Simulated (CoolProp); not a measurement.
A simple Rankine cycle with R236FA: condensing at 306.15 K, boiler at 1.73 MPa, turbine inlet 369.9 K, turbine efficiency 0.9, pump efficiency 0.8, no recuperator. Each further row changes one setting.

Computed with CoolProp (reference Helmholtz-energy equation of state, Pan 2012).

| case | thermal efficiency (%) | net work (kJ/kg) | heat in (kJ/kg) | turbine exit temperature (K) | volume ratio over the turbine |
|---|---|---|---|---|---|
| as stated | 11.6 | [?] | 176 | 322.8 | 5.87 |
| turbine inlet 389.9 K | 11.6 | 23.3 | 201 | 346.9 | 5.41 |
| condensing temperature 298.15 K | 12.9 | [?] | 186 | [?] | 7.61 |
| boiler pressure 1.21 MPa | [?] | 17.8 | 187 | 337.9 | 3.65 |
| turbine efficiency 0.8 | [?] | 18.0 | 176 | [?] | [?] |

Task: Complete the blanks.

Result: 
- as stated, net work (kJ/kg): 20.4
- condensing temperature 298.15 K, net work (kJ/kg): 24.1
- condensing temperature 298.15 K, turbine exit temperature (K): 317.1
- boiler pressure 1.21 MPa, thermal efficiency (%): 9.5
- turbine efficiency 0.8, thermal efficiency (%): 10.2
- turbine efficiency 0.8, turbine exit temperature (K): 325.4
- turbine efficiency 0.8, volume ratio over the turbine: 5.94
